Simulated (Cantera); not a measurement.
Input (Python, Cantera):

```python
import numpy as np
import cantera as ct

gas = ct.Solution("gri30.yaml")
gas.TPX = 1150, 1333, {'C2H6': 2.7, 'N2': 160}
reactor = ct.IdealGasConstPressureReactor(gas, energy="off", clone=False)
net = ct.ReactorNet([reactor])
net.rtol, net.atol = 1e-08, 1e-18
show = ['C2H6', 'CH4', 'CH2', 'C2H', 'C2H2', 'HCN', 'C2H4']
times = np.geomspace(3e-06, 30, 12)

steps = ct.SolutionArray(gas, extra=["t"])
rows = []
print(f"{'t/s':>10s}{'T/K':>9s}{'P/Pa':>11s}" + "".join(f"{s:>11s}" for s in show))
for t in times:
    while net.time < t:
        t_next = net.step()
        steps.append(gas.state, t=t_next)
    rows.append([np.interp(t, steps.t, y) for y in (steps.T, steps.P, *steps(*show).X.T)])
    print(f"{t:10.3e}{rows[-1][0]:9.1f}{rows[-1][1]:11.4g}" + "".join(f"{x:11.3e}" for x in rows[-1][2:]))
rate = np.gradient(steps.T, steps.t)
print("integrator steps:", len(steps.t))
if steps.T.max() > steps.T[0] + 200:
    print(f"time of steepest temperature rise: {steps.t[rate.argmax()]:.4e} s")
gas.TPX = 1150, 1333, {'C2H6': 2.7, 'N2': 160}
gas.equilibrate("TP")
print(f"equilibrium (TP): T = {gas.T:.1f} K  " + "  ".join(f"{s} {gas[s].X[0]:.3e}" for s in show))
```

It prints:

```
       t/s      T/K       P/Pa       C2H6        CH4        CH2        C2H       C2H2        HCN       C2H4
 3.000e-06   1150.0       1333  1.659e-02  1.451e-13  6.760e-21  1.485e-41  3.624e-25  3.303e-28  8.659e-16
 1.299e-05   1150.0       1333  1.659e-02  2.712e-12  6.424e-19  2.930e-38  4.602e-23  2.550e-26  2.943e-14
 5.621e-05   1150.0       1333  1.659e-02  5.072e-11  5.467e-17  1.182e-34  1.002e-20  2.055e-24  1.613e-12
 2.433e-04   1150.0       1333  1.659e-02  9.475e-10  4.297e-15  1.860e-30  2.956e-18  1.659e-22  1.109e-10
 1.053e-03   1150.0       1333  1.659e-02  1.760e-08  3.031e-13  9.159e-26  1.216e-15  3.010e-20  7.997e-09
 4.560e-03   1150.0       1333  1.659e-02  3.178e-07  1.657e-11  1.183e-20  1.911e-12  4.183e-16  5.967e-07
 1.974e-02   1150.0       1333  1.654e-02  5.161e-06  5.665e-10  2.274e-15  6.345e-09  4.164e-12  3.867e-05
 8.544e-02   1150.0       1333  1.573e-02  7.650e-05  4.652e-09  9.116e-13  2.854e-06  2.931e-10  7.726e-04
 3.699e-01   1150.0       1333  1.128e-02  6.074e-04  5.483e-09  9.310e-12  1.339e-04  9.206e-10  4.724e-03
 1.601e+00   1150.0       1333  1.738e-03  2.176e-03  1.812e-09  6.289e-11  2.146e-03  1.485e-09  1.134e-02
 6.930e+00   1150.0       1333  3.506e-05  2.472e-03  3.954e-11  3.036e-11  6.203e-03  1.568e-09  8.768e-03
 3.000e+01   1150.0       1333  1.289e-06  2.476e-03  1.593e-12  8.453e-12  8.698e-03  1.565e-09  6.265e-03
integrator steps: 1076
equilibrium (TP): T = 1150.0 K  C2H6 6.277e-09  CH4 5.921e-04  CH2 6.736e-14  C2H 1.887e-12  C2H2 4.707e-03  HCN 2.203e-02  C2H4 5.326e-05
```

Detailed kinetics in Cantera: GRI-Mech 3.0 (53 species, 325 reactions). GRI-Mech 3.0 stops at C3 and has no aromatics, soot or wall deposition, so with more carbon than oxygen in the feed, carbon stays in small species such as C2H2 where larger ones or solid carbon would form. Radical loss at walls, strong at low pressure, is not modelled.
